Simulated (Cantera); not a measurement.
A closed system holds: 1 mol SiH₄, 38 mol NH₃, 63 mol H₂, 32 mol N₂, held at 10.0 mbar.

Cantera equilibrium calculation (NASA polynomials, part measured and part estimated; ideal gas, pure solids and liquids). Candidate condensed phases: Si, Si₃N₄; 18 gas species. Gases not in the tables: Si₂H₆ and higher silanes. Rates play no part.

### Question
Which condensed phases are stable at each of these points (T (°C)): 827, 902, 977, 1052, 1127, 1202, 1277, 1352, 1427, 1502, 1577?

### Answer
```json
[
 {"T (°C)": "827", "condensed phases": "Si₃N₄(s)", "Si condensed (%)": "100.0"},
 {"T (°C)": "902", "condensed phases": "Si₃N₄(s)", "Si condensed (%)": "100.0"},
 {"T (°C)": "977", "condensed phases": "Si₃N₄(s)", "Si condensed (%)": "100.0"},
 {"T (°C)": "1052", "condensed phases": "Si₃N₄(s)", "Si condensed (%)": "100.0"},
 {"T (°C)": "1127", "condensed phases": "Si₃N₄(s)", "Si condensed (%)": "100.0"},
 {"T (°C)": "1202", "condensed phases": "Si₃N₄(s)", "Si condensed (%)": "100.0"},
 {"T (°C)": "1277", "condensed phases": "Si₃N₄(s)", "Si condensed (%)": "100.0"},
 {"T (°C)": "1352", "condensed phases": "Si₃N₄(s)", "Si condensed (%)": "99.9"},
 {"T (°C)": "1427", "condensed phases": "Si₃N₄(s)", "Si condensed (%)": "98.9"},
 {"T (°C)": "1502", "condensed phases": "Si(l)", "Si condensed (%)": "95.0"},
 {"T (°C)": "1577", "condensed phases": "Si(l)", "Si condensed (%)": "86.2"}
]
```

From 827 °C to 1427 °C the condensed part is Si₃N₄(s). From 1502 °C to 1577 °C the condensed part is Si(l).
